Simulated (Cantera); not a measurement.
A Cantera script and what it prints.

```python
import numpy as np
import cantera as ct

gas_names = """
    H2 F2 HF BF3 SiF2 SiF4 CF4 CF3
""".split()
cond_names = """
    B(b) B(L) Si(cr) Si(L) Cu(cr) Cu(L) CuF2(s) CuF2(L) C(gr)
""".split()


# ... load() reads the species with a 1 bar reference pressure and builds the phases ...
species = {s.name: s for s in load("nasa_gas.yaml", gas_names) + load("nasa_condensed.yaml", cond_names)}
# Each term lists the table entries of one substance; the one whose range holds T is used.
reactions = {
    'H2(g) + F2(g) = 2 HF(g)':
        [(-1, ['H2']), (-1, ['F2']), (2, ['HF'])],
    '0.6667 B + F2(g) = 0.6667 BF3(g)':
        [(-0.6666666666666666, ['B(b)', 'B(L)']), (-1, ['F2']), (0.6666666666666666, ['BF3'])],
    'Si + F2(g) = SiF2(g)':
        [(-1, ['Si(cr)', 'Si(L)']), (-1, ['F2']), (1, ['SiF2'])],
    'Cu + F2(g) = CuF2':
        [(-1, ['Cu(cr)', 'Cu(L)']), (-1, ['F2']), (1, ['CuF2(s)', 'CuF2(L)'])],
    '0.5 Si + F2(g) = 0.5 SiF4(g)':
        [(-0.5, ['Si(cr)', 'Si(L)']), (-1, ['F2']), (0.5, ['SiF4'])],
    '0.5 C + F2(g) = 0.5 CF4(g)':
        [(-0.5, ['C(gr)']), (-1, ['F2']), (0.5, ['CF4'])],
    '0.6667 C + F2(g) = 0.6667 CF3(g)':
        [(-0.6666666666666666, ['C(gr)']), (-1, ['F2']), (0.6666666666666666, ['CF3'])],
}


def pick(names, T):
    return next(species[n] for n in names if species[n].thermo.min_temp <= T <= species[n].thermo.max_temp)


results = []
for label, terms in reactions.items():
    print(label)
    print("     T/K   dH/kJ  dS/(J/K)   dG/kJ   log10 K")
    for T in [2023, 2073, 2123, 2173, 2223, 2273, 2323, 2373, 2423, 2473, 2523]:
        used = [(nu, pick(names, T)) for nu, names in terms]
        dH = sum(nu * s.thermo.h(T) for nu, s in used) / 1e6
        dS = sum(nu * s.thermo.s(T) for nu, s in used) / 1e3
        dG = dH - T * dS / 1e3
        logK = -dG * 1e6 / (ct.gas_constant * T * np.log(10))
        results.append((label, T, dH, dS, dG, logK, [s.name for _, s in used]))
        print(f"{T:8g} {dH:8.1f} {dS:8.1f} {dG:8.1f} {logK:8.2f}")
```

It prints:

```
H2(g) + F2(g) = 2 HF(g)
     T/K   dH/kJ  dS/(J/K)   dG/kJ   log10 K
    2023   -555.4      3.4   -562.2    14.52
    2073   -555.7      3.3   -562.4    14.17
    2123   -555.9      3.1   -562.6    13.84
    2173   -556.1      3.0   -562.7    13.53
    2223   -556.4      2.9   -562.9    13.23
    2273   -556.6      2.8   -563.0    12.94
    2323   -556.8      2.7   -563.1    12.66
    2373   -557.0      2.6   -563.3    12.40
    2423   -557.2      2.5   -563.4    12.15
    2473   -557.4      2.5   -563.5    11.90
    2523   -557.6      2.4   -563.6    11.67
0.6667 B + F2(g) = 0.6667 BF3(g)
     T/K   dH/kJ  dS/(J/K)   dG/kJ   log10 K
    2023   -763.9    -45.0   -672.8    17.37
    2073   -764.1    -45.1   -670.5    16.90
    2123   -764.4    -45.3   -668.3    16.44
    2173   -764.6    -45.4   -666.0    16.01
    2223   -764.8    -45.5   -663.7    15.60
    2273   -765.0    -45.6   -661.5    15.20
    2323   -765.3    -45.7   -659.2    14.82
    2373   -799.0    -60.0   -656.6    14.45
    2423   -799.3    -60.1   -653.6    14.09
    2473   -799.5    -60.2   -650.6    13.74
    2523   -799.8    -60.3   -647.5    13.41
Si + F2(g) = SiF2(g)
     T/K   dH/kJ  dS/(J/K)   dG/kJ   log10 K
    2023   -652.0     -9.2   -633.3    16.35
    2073   -652.4     -9.5   -632.8    15.95
    2123   -652.8     -9.7   -632.3    15.56
    2173   -653.3     -9.8   -631.9    15.19
    2223   -653.7    -10.0   -631.4    14.83
    2273   -654.1    -10.2   -630.9    14.50
    2323   -654.5    -10.4   -630.3    14.17
    2373   -654.9    -10.6   -629.8    13.86
    2423   -655.3    -10.7   -629.3    13.57
    2473   -655.7    -10.9   -628.7    13.28
    2523   -656.1    -11.1   -628.2    13.01
Cu + F2(g) = CuF2
     T/K   dH/kJ  dS/(J/K)   dG/kJ   log10 K
    2023   -453.1    -75.7   -299.9     7.74
    2073   -451.7    -75.0   -296.1     7.46
    2123   -450.2    -74.4   -292.4     7.19
    2173   -448.8    -73.7   -288.7     6.94
    2223   -447.4    -73.0   -285.0     6.70
    2273   -445.9    -72.4   -281.4     6.47
    2323   -444.5    -71.8   -277.8     6.25
    2373   -443.0    -71.2   -274.2     6.04
    2423   -441.6    -70.6   -270.6     5.83
    2473   -440.2    -70.0   -267.1     5.64
    2523   -438.7    -69.4   -263.7     5.46
0.5 Si + F2(g) = 0.5 SiF4(g)
     T/K   dH/kJ  dS/(J/K)   dG/kJ   log10 K
    2023   -832.6    -86.7   -657.1    16.97
    2073   -832.5    -86.7   -652.8    16.45
    2123   -832.5    -86.7   -648.4    15.95
    2173   -832.5    -86.7   -644.1    15.48
    2223   -832.4    -86.7   -639.8    15.03
    2273   -832.4    -86.6   -635.4    14.60
    2323   -832.3    -86.6   -631.1    14.19
    2373   -832.2    -86.6   -626.8    13.80
    2423   -832.2    -86.6   -622.4    13.42
    2473   -832.1    -86.5   -618.1    13.06
    2523   -832.1    -86.5   -613.8    12.71
0.5 C + F2(g) = 0.5 CF4(g)
     T/K   dH/kJ  dS/(J/K)   dG/kJ   log10 K
    2023   -465.4    -75.2   -313.2     8.09
    2073   -465.3    -75.2   -309.5     7.80
    2123   -465.3    -75.1   -305.7     7.52
    2173   -465.2    -75.1   -302.0     7.26
    2223   -465.1    -75.1   -298.2     7.01
    2273   -465.0    -75.0   -294.5     6.77
    2323   -465.0    -75.0   -290.7     6.54
    2373   -464.9    -75.0   -287.0     6.32
    2423   -464.8    -74.9   -283.2     6.11
    2473   -464.7    -74.9   -279.5     5.90
    2523   -464.6    -74.9   -275.7     5.71
0.6667 C + F2(g) = 0.6667 CF3(g)
     T/K   dH/kJ  dS/(J/K)   dG/kJ   log10 K
    2023   -315.6    -32.7   -249.5     6.44
    2073   -315.7    -32.7   -247.8     6.24
    2123   -315.8    -32.8   -246.2     6.06
    2173   -315.8    -32.8   -244.5     5.88
    2223   -315.9    -32.8   -242.9     5.71
    2273   -316.0    -32.9   -241.3     5.54
    2323   -316.0    -32.9   -239.6     5.39
    2373   -316.1    -32.9   -238.0     5.24
    2423   -316.2    -33.0   -236.3     5.09
    2473   -316.2    -33.0   -234.7     4.96
    2523   -316.3    -33.0   -233.0     4.82
```

Standard-state values (1 bar) from the NASA 1993 polynomials, evaluated with Cantera. The tables' values for SiF2 are old estimates. Condensed species are held in their standard states even where they would react or evaporate.
